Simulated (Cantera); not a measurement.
A closed system holds: 1 mol Si, 0.021 mol O2, 160 mol N2, at 1575 K and 25.0 Pa.

Equilibrium computed with Cantera from the NASA thermochemical tables; the gas is ideal and each condensed phase is pure. Candidate condensed phases: Si, SiO2, Si2N2O, Si3N4; 16 gas species. Equilibrium is a limit: real reactors are often held back by kinetics, nucleation or transport.

Base state: N2 1.000, SiO 0.000263, Si 0.000193 (mole fractions); condensed: Si3N4(s).

Question: What changes in the equilibrium state with this change: temperature from 1575 K to 1023 K?

Answer: 
```tsv
species	before	after
N2	1.000	1.00
SiO	0.000263	<1e-9
Si	0.000193	<1e-9
Si3N4(s), mol	0.308	0.305
Si2N2O(s), mol	0	0.0420
```
N2 is the only nitrogen source here; it is nearly inert below about 1500 K, so the nitride shown seldom forms there in practice. Mutual solubility and eutectic melting of coexisting phases are not modelled.
